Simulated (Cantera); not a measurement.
An isothermal, constant-pressure homogeneous reactor starts with CH3OH : O2 : N2 = 0.0067 : 0.0029 : 1 (molar parts), equivalence ratio 3.5, at 1575 K and 750000 Pa.

Detailed kinetics in Cantera: GRI-Mech 3.0 (53 species, 325 reactions). GRI-Mech 3.0 was tuned for natural gas; its chemistry of methanol as a main component is partial and can be far from experiment.

One state of this run: x CH3OH = 4.58e-12; x O2 = <1e-12; x CH2 = <1e-12; x HCO = 7.07e-11; x CH2CO = 1.06e-11; x H = 1.41e-6; x CH2O = 1.59e-10. x: mole fraction; the columns are a selection and need not sum to one.

Task: Which value of t (s) does it belong to?
A) 30.0
B) 0.0923
C) 0.000284
D) 0.634

Result: D, 0.634
